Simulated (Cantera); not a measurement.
An adiabatic, constant-pressure homogeneous reactor starts with 46.9 % H2, 11.2 % O2, 42.0 % N2, equivalence ratio 2.1, at 1275 K and 0.405 atm.

Computed with Cantera and the H2/O2 subset of GRI-Mech 3.0, which has no nitrogen chemistry.

x: mole fraction; the columns are a selection and need not sum to one.

```tsv
t (s)	T (K)	x H2	x O2	x OH	x H2O2	x H	x HO2	x O
2.00e-6	1275	0.469	0.112	4.02e-10	2.43e-11	1.21e-8	1.13e-8	6.24e-10
5.97e-6	1275	0.469	0.112	2.12e-9	2.17e-10	5.35e-8	3.43e-8	3.50e-9
1.78e-5	1275	0.469	0.112	2.87e-8	[?]	6.91e-7	1.23e-7	4.80e-8
5.32e-5	1276	0.468	0.111	2.19e-5	[?]	0.000510	1.31e-5	3.55e-5
0.000159	1937	0.209	0.00217	0.0111	[?]	0.124	5.93e-7	0.00490
0.000474	2346	0.240	0.000846	0.0111	[?]	0.0688	2.74e-7	0.00215
0.00141	2572	0.256	0.000300	0.00805	[?]	0.0390	1.66e-7	0.000797
0.00422	2617	0.259	0.000219	0.00713	2.02e-8	0.0330	1.37e-7	0.000586
0.0126	2617	0.259	0.000219	0.00712	2.02e-8	0.0330	1.37e-7	0.000585
0.0376	2617	0.259	0.000219	0.00712	2.02e-8	0.0330	1.37e-7	0.000585
0.112	2617	0.259	0.000219	0.00712	2.02e-8	0.0330	1.37e-7	0.000585
0.335	2617	0.259	0.000219	0.00712	2.02e-8	0.0330	1.37e-7	0.000585
1.00	2617	0.259	0.000219	0.00712	2.02e-8	0.0330	1.37e-7	0.000585
```

Task: Some entries are withheld; supply them.

Result: 
- 1.78e-5, x H2O2: 2.04e-9
- 5.32e-5, x H2O2: 2.00e-7
- 0.000159, x H2O2: 1.56e-7
- 0.000474, x H2O2: 3.78e-8
- 0.00141, x H2O2: 2.25e-8
